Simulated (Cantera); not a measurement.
A closed system holds: 1 mol SiF4, 8.2 mol H2O, 19 mol N2, 0.2 mol N2O, held at 2.10 mbar.

These are equilibrium values from Cantera (NASA tables, ideal gas, pure condensed phases), not measurements of a reactor. Candidate condensed phases: H2O, Si, SiO2, Si2N2O, Si3N4; 58 gas species. The tables hold silica as quartz up to 1696 K and as liquid above; real silica turns to tridymite and cristobalite and melts near 1996 K. Kinetics and transport are ignored.

x: gas mole fraction; n: condensed amount in mol.

| T (°C) | x N2 | x H2O | x HF | x O2 | x H2 | x OH | n SiO2(β-quartz) | n SiO2(condensed) |
|---|---|---|---|---|---|---|---|---|
| 977 | 0.651 | 0.210 | 0.136 | 0.00337 | 2.72e-6 | 1.39e-5 | 1.000 | 0 |
| 1027 | 0.651 | 0.210 | 0.136 | 0.00336 | 6.86e-6 | 2.53e-5 | 1.000 | 0 |
| 1077 | 0.651 | 0.210 | 0.136 | 0.00336 | 1.62e-5 | 4.41e-5 | 1.000 | 0 |
| 1127 | 0.651 | 0.210 | 0.136 | 0.00335 | 3.58e-5 | 7.41e-5 | 1.000 | 0 |
| 1177 | 0.651 | 0.210 | 0.136 | 0.00334 | 7.51e-5 | 0.000120 | 1.000 | 0 |
| 1227 | 0.651 | 0.210 | 0.136 | 0.00335 | [?] | [?] | 1.000 | 0 |
| 1277 | 0.651 | 0.210 | 0.136 | 0.00337 | 0.000285 | 0.000287 | 1.000 | 0 |
| 1327 | 0.650 | 0.209 | 0.136 | 0.00343 | 0.000518 | 0.000427 | 1.000 | 0 |
| 1377 | 0.650 | 0.209 | 0.136 | 0.00354 | [?] | [?] | 1.000 | 0 |
| 1427 | 0.650 | 0.208 | 0.135 | 0.00373 | 0.00149 | 0.000894 | 0 | 1.000 |
| 1477 | 0.649 | 0.207 | 0.135 | 0.00404 | 0.00237 | 0.00126 | 0 | 1.000 |
| 1527 | 0.649 | 0.205 | 0.135 | 0.00450 | 0.00359 | 0.00176 | 0 | 0.999 |

Task: Complete the blanks.

Result: 
- 1377, x H2: 0.000899
- 1377, x OH: 0.000624
- 1227, x H2: 0.000150
- 1227, x OH: 0.000188
